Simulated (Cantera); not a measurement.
Feed: 1 mol SiHCl3, 25 mol N2, held at 1700 K and 1.33 mbar.

Equilibrium computed with Cantera from the NASA thermochemical tables; the gas is ideal and each condensed phase is pure. Candidate condensed phases: NH4Cl, Si, Si3N4; 28 gas species. The tables' values for SiCl3, SiCl are old estimates; treat these amounts as uncertain. Rates play no part.

Base state: N2 0.925, SiCl2 0.0360, HCl 0.0335, Cl 0.00258, H2 0.00166, SiCl3 0.000872, H 0.000164, SiCl4 4.15e-5 (mole fractions); condensed: gas only.

**Question.** What changes in the equilibrium state with this change: temperature from 1700 K to 1998.15 K?

**Answer.** 
```
species   before    after
-------  -------  -------
N2         0.925    0.915
SiCl2     0.0360   0.0333
HCl       0.0335   0.0270
Cl       0.00258   0.0149
Si       7.57e-6  0.00214
SiN      1.61e-7  1.95e-5
SiCl4    4.15e-5  5.66e-7
```
The tables' values for SiCl, SiCl3, SiN are old estimates; treat these amounts as uncertain.
